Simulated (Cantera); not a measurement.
Charge: 1 mol H2O, 0.1 mol H2, 0.99 mol SO2, at 2875 K and 540000 Pa.

Method: chemical equilibrium by Gibbs-energy minimisation in Cantera with the NASA 1993 tables (ideal gas, pure condensed phases). Candidate condensed phases: H2O, H2SO4, S; 19 gas species. Equilibrium is a limit: real reactors are often held back by kinetics, nucleation or transport.

Base state: H2O 0.443, SO2 0.403, SO 0.0480, H2 0.0413, OH 0.0298, O2 0.0178, H 0.00926, O 0.00416 (mole fractions); condensed: gas only.

### Question
What changes in the equilibrium state with this change: 0.017 mol NH3 added?

### Answer
```
species    before     after
-------  --------  --------
H2O         0.443     0.445
SO2         0.403     0.395
SO         0.0480    0.0502
N2              0   0.00348
H2         0.0413    0.0444
O2         0.0178    0.0156
OH         0.0298    0.0289
NO              0  0.000737
S2       0.000280  0.000350
```
